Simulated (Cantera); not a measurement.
What does this Cantera script print?

```python
import numpy as np
import cantera as ct

gas_names = [...]  # 116 gases of nasa_gas.yaml made of C, H, Mg, O
cond_names = """
    C(gr) C6H6(L) C7H8(L) C8H18(L),n-octa H2O(s) H2O(L) Mg(cr) Mg(L) MgCO3(s) MgO(s) MgO(L) MgO2H2(s)
""".split()


# ... load() reads the species with a 1 bar reference pressure and builds the phases ...
atoms = {
    'Mg(OH)2': {'Mg': 1, 'O': 2, 'H': 2},
    'C': {'C': 1},
    'O2': {'O': 2},
}
top_T = {'C(gr)': 4500}  # K; cautious upper limits of use, not melting points


# ... equilibrate(T, P, feed) seeds the gas with the atoms and calls Mixture.equilibrate('TP', solver="vcs", rtol=1e-11, max_steps=5000) ...
results = []
T = 1723.15  # K
P = 60000  # Pa
for m in [1.9, 3.3, 4.8, 6.2, 7.6, 9, 10, 12, 13, 15]:
    feed = {'Mg(OH)2': 1, 'C': 0.0079, 'O2': m}  # mol
    mix = equilibrate(T, P, feed)
    results.append((T, P, feed, dict(zip(mix.species_names, mix.species_moles))))

top = {s: max(r[3][s] / sum(r[3][g] for g in gas_names) for r in results) for s in gas_names}
cols = sorted((s for s in top if top[s] > 1e-05), key=lambda s: -top[s])[:9]
seen = [c for c in cond_names if any(r[3].get(c, 0) > 1e-12 for r in results)]
print("log10 of partial pressures in bar; condensed amounts in mol")
print(f"{'n(O2)':>10s}" + "".join(f"{s[:9]:>10s}" for s in cols + seen))
for T, P, feed, n in results:
    ng = sum(n[g] for g in gas_names)
    print(f"{feed['O2']:10.4g}" + "".join(f"{np.log10(max(n[s] / ng * P / 1e5, 1e-99)):10.3f}" for s in cols)
          + "".join(f"{n.get(c, 0):10.4g}" for c in seen))
```

It prints:

```
log10 of partial pressures in bar; condensed amounts in mol
     n(O2)        O2       H2O       CO2        OH         O        H2    MgO(s)
       1.9    -0.408    -0.685    -2.787    -3.147    -4.448    -5.075         1
       3.3    -0.338    -0.856    -2.958    -3.215    -4.414    -5.281         1
       4.8    -0.305    -0.987    -3.088    -3.272    -4.397    -5.427         1
       6.2    -0.288    -1.081    -3.182    -3.315    -4.388    -5.530         1
       7.6    -0.276    -1.158    -3.259    -3.351    -4.383    -5.613         1
         9    -0.268    -1.223    -3.324    -3.381    -4.379    -5.683         1
        10    -0.264    -1.265    -3.366    -3.401    -4.376    -5.726         1
        12    -0.257    -1.338    -3.438    -3.436    -4.373    -5.803         1
        13    -0.254    -1.370    -3.470    -3.451    -4.372    -5.836         1
        15    -0.250    -1.428    -3.528    -3.479    -4.370    -5.896         1
```

Equilibrium computed with Cantera from the NASA thermochemical tables; the gas is ideal and each condensed phase is pure.
